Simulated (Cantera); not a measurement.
Mixture: CO : H2 : O2 : N2 = 1 : 0.056 : 1.29 : 4.84 (molar parts), equivalence ratio 0.41, at 1.00 bar, adiabatic and at constant volume. Ignition delay is the time to a rise of 400 K.

Computed with Cantera and GRI-Mech 3.0 (53 species, 325 reactions). Where the delays flatten at high temperature, the 400 K rule measures the pace of heat release, not the induction time.

### Question
What does this change do: constant pressure in place of constant volume?

### Answer
| quantity | before | after |
|---|---|---|
| delay at 1025 K | 0.917 ms | 1.05 ms |
| delay at 1225 K | 0.234 ms | 0.299 ms |
| delay at 1425 K | 0.162 ms | 0.220 ms |
| delay at 1625 K | 0.153 ms | 0.226 ms |
| delay at 1825 K | 0.175 ms | 0.273 ms |

### Question
What does this change do: O2 1.29 to 0.82 parts?

### Answer
| quantity | before | after |
|---|---|---|
| delay at 1025 K | 0.917 ms | 0.962 ms |
| delay at 1225 K | 0.234 ms | 0.253 ms |
| delay at 1425 K | 0.162 ms | 0.176 ms |
| delay at 1625 K | 0.153 ms | 0.172 ms |
| delay at 1825 K | 0.175 ms | 0.203 ms |
